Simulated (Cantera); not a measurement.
Mixture: CH4 : O2 : N2 = 1 : 3.85 : 14.5 (molar parts), equivalence ratio 0.52, at 0.790 bar, adiabatic and at constant pressure. Ignition delay is the time to a rise of 400 K.

Cantera simulation using GRI-Mech 3.0 (53 species, 325 reactions); the numbers are that mechanism's predictions, not measurements.

**Question.** Predict: delay at 1150 K; delay at 1350 K; delay at 1550 K; delay at 1750 K; delay at 1950 K; apparent activation energy between 1750 and 1950 K.

**Answer.** 
| Quantity | Value |
|---|---|
| delay at 1150 K | 83.5 ms |
| delay at 1350 K | 5.46 ms |
| delay at 1550 K | 0.738 ms |
| delay at 1750 K | 0.182 ms |
| delay at 1950 K | 63.0 µs |
| apparent activation energy between 1750 and 1950 K | 150 kJ/mol |
